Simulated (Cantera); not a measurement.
**Silicon carbide growth: SiHCl3 + C2H2 + H2**

Input: 1 mol SiHCl3, 0.064 mol C2H2, a varied amount of H2, held at 1952 °C and 750 Torr.

Method: chemical equilibrium by Gibbs-energy minimisation in Cantera with the NASA 1993 tables (ideal gas, pure condensed phases). Candidate condensed phases: C, C6H6, C7H8, C8H18, Si, SiC; 109 gas species. Mutual solubility and eutectic melting of coexisting phases are not modelled. The tables' values for SiCl, SiCl3 are old estimates; treat these amounts as uncertain. Gases not in the tables: Si2H6 and higher silanes. The numbers say what is thermodynamically allowed, not how fast it happens.

From 16 mol H2 to 430 mol H2 the condensed part is Si(l) + SiC(s). The main Si-bearing gas is SiCl2 at 16 mol H2 and Si at 430 mol H2. The share of Si in condensed phases is highest at 120 mol H2 (73.5 %) and lowest at 430 mol H2 (48.0 %).

```json
[
 {"n(H2) (mol)": "16", "log p H2": "-0.07", "log p HCl": "-0.96", "log p SiCl2": "-1.58", "log p H": "-2.22", "log p SiCl": "-3.20", "log p Cl": "-3.25", "log p Si": "-3.33", "n Si(l)": "0.355", "n SiC(s)": "0.126"},
 {"n(H2) (mol)": "51", "log p H2": "-0.03", "log p HCl": "-1.33", "log p SiCl2": "-2.36", "log p H": "-2.20", "log p SiCl": "-3.60", "log p Cl": "-3.64", "log p Si": "-3.33", "n Si(l)": "0.573", "n SiC(s)": "0.121"},
 {"n(H2) (mol)": "85", "log p H2": "-0.02", "log p HCl": "-1.52", "log p SiCl2": "-2.74", "log p H": "-2.20", "log p SiCl": "-3.79", "log p Cl": "-3.84", "log p Si": "-3.33", "n Si(l)": "0.618", "n SiC(s)": "0.116"},
 {"n(H2) (mol)": "120", "log p H2": "-0.01", "log p HCl": "-1.65", "log p SiCl2": "-3.01", "log p H": "-2.20", "log p SiCl": "-3.92", "log p Cl": "-3.97", "log p Si": "-3.33", "n Si(l)": "0.624", "n SiC(s)": "0.111"},
 {"n(H2) (mol)": "150", "log p H2": "-0.01", "log p HCl": "-1.74", "log p SiCl2": "-3.19", "log p H": "-2.19", "log p SiCl": "-4.01", "log p Cl": "-4.06", "log p Si": "-3.33", "n Si(l)": "0.617", "n SiC(s)": "0.107"},
 {"n(H2) (mol)": "190", "log p H2": "-0.01", "log p HCl": "-1.84", "log p SiCl2": "-3.39", "log p H": "-2.19", "log p SiCl": "-4.11", "log p Cl": "-4.16", "log p Si": "-3.33", "n Si(l)": "0.598", "n SiC(s)": "0.101"},
 {"n(H2) (mol)": "220", "log p H2": "-0.01", "log p HCl": "-1.90", "log p SiCl2": "-3.51", "log p H": "-2.19", "log p SiCl": "-4.17", "log p Cl": "-4.22", "log p Si": "-3.33", "n Si(l)": "0.579", "n SiC(s)": "0.0969"},
 {"n(H2) (mol)": "260", "log p H2": "-0.01", "log p HCl": "-1.96", "log p SiCl2": "-3.65", "log p H": "-2.19", "log p SiCl": "-4.24", "log p Cl": "-4.29", "log p Si": "-3.33", "n Si(l)": "0.551", "n SiC(s)": "0.0912"},
 {"n(H2) (mol)": "290", "log p H2": "-0.01", "log p HCl": "-2.01", "log p SiCl2": "-3.74", "log p H": "-2.19", "log p SiCl": "-4.29", "log p Cl": "-4.33", "log p Si": "-3.33", "n Si(l)": "0.529", "n SiC(s)": "0.0870"},
 {"n(H2) (mol)": "330", "log p H2": "-0.01", "log p HCl": "-2.06", "log p SiCl2": "-3.85", "log p H": "-2.19", "log p SiCl": "-4.34", "log p Cl": "-4.39", "log p Si": "-3.33", "n Si(l)": "0.497", "n SiC(s)": "0.0813"},
 {"n(H2) (mol)": "360", "log p H2": "-0.01", "log p HCl": "-2.10", "log p SiCl2": "-3.92", "log p H": "-2.19", "log p SiCl": "-4.38", "log p Cl": "-4.42", "log p Si": "-3.33", "n Si(l)": "0.472", "n SiC(s)": "0.0770"},
 {"n(H2) (mol)": "390", "log p H2": "-0.01", "log p HCl": "-2.13", "log p SiCl2": "-3.99", "log p H": "-2.19", "log p SiCl": "-4.41", "log p Cl": "-4.46", "log p Si": "-3.33", "n Si(l)": "0.447", "n SiC(s)": "0.0728"},
 {"n(H2) (mol)": "430", "log p H2": "-0.01", "log p HCl": "-2.18", "log p SiCl2": "-4.07", "log p H": "-2.19", "log p SiCl": "-4.45", "log p Cl": "-4.50", "log p Si": "-3.33", "n Si(l)": "0.413", "n SiC(s)": "0.0671"}
]
```
log p: log10 of the partial pressure in bar; n: condensed amount in mol.
